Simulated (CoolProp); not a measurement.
Model: reference Helmholtz-energy equation of state, Gao 2020, in CoolProp.

Question: Give the vapour pressure (MPa), enthalpy of vaporisation (kJ/kg), liquid cp (kJ/(kg K)), liquid conductivity (mW/(m K)) of saturated ammonia at 257.8 K.

Answer: 
```tsv
T (K)	p (MPa)	enthalpy of vaporisation (kJ/kg)	liquid cp (kJ/(kg K))	liquid conductivity (mW/(m K))
257.8	0.233	1310	4.54	607
```

Thermal conductivity comes from a separate model (Tufeu 1984).
